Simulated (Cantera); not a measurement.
An isothermal, constant-pressure homogeneous reactor starts with NO : N2 : H2O = 1 : 2.4 : 0.025 (molar parts), at 1673 K and 383 Torr.

Detailed kinetics in Cantera: GRI-Mech 3.0 (53 species, 325 reactions).

### Question
Predict: x(NO) at 6.00 s; x(O) at 6.00 s; x(NO2) at 6.00 s; x(N2) at 6.00 s; x(N2O) at 6.00 s; x(O2) at 6.00 s.

### Answer
```json
{
 "x(NO) at 6.00 s": "0.259 (gas-phase equilibrium 0.00226)",
 "x(O) at 6.00 s": "6.45e-6 (gas-phase equilibrium 1.79e-5)",
 "x(NO2) at 6.00 s": "0.000178 (gas-phase equilibrium 4.46e-6)",
 "x(N2) at 6.00 s": "0.717 (gas-phase equilibrium 0.846)",
 "x(N2O) at 6.00 s": "2.38e-5 (gas-phase equilibrium 9.81e-8)",
 "x(O2) at 6.00 s": "0.0165 (gas-phase equilibrium 0.145)"
}
```
